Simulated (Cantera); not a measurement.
**Ignition delay**

Mixture: 12.3 % CH4, 3.80 % CO, 17.7 % O2, 66.3 % N2, equivalence ratio 1.5, at 2.00 bar, adiabatic and at constant volume. Ignition delay is the time to a rise of 400 K.

Detailed kinetics in Cantera: GRI-Mech 3.0 (53 species, 325 reactions).

| T0 (K) | delay (ms) |
|---|---|
| 1023 | 733 |
| 1073 | 298 |
| 1123 | 128 |
| 1173 | 57.9 |
| 1223 | 27.4 |
| 1273 | 13.5 |
| 1323 | 6.88 |
| 1373 | 3.63 |
| 1423 | 1.97 |
| 1473 | 1.11 |

- apparent activation energy between 1373 and 1473 K = 200 kJ/mol
